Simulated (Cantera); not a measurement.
Charge: 1 mol Si2Cl6, 0.017 mol Cl2, a varied amount of H2, equilibrated at 873 K and 0.100 bar.

These are equilibrium values from Cantera (NASA tables, ideal gas, pure condensed phases), not measurements of a reactor. Candidate condensed phases: Si; 19 gas species. The feed counts by its element totals alone. Kinetics and transport are ignored.

Problem. What share of the Si ends up in condensed phases as a function of n(H2) (mol), at 42, 55, 72, 94, 120, 160, 210, 280, 360, 470?

Solution. 
```tsv
n(H2) (mol)	Si condensed (%)	as
42	19.9	Si(s)
55	20.0	Si(s)
72	20.2	Si(s)
94	20.5	Si(s)
120	21.0	Si(s)
160	21.7	Si(s)
210	22.6	Si(s)
280	23.8	Si(s)
360	25.2	Si(s)
470	27.1	Si(s)
```
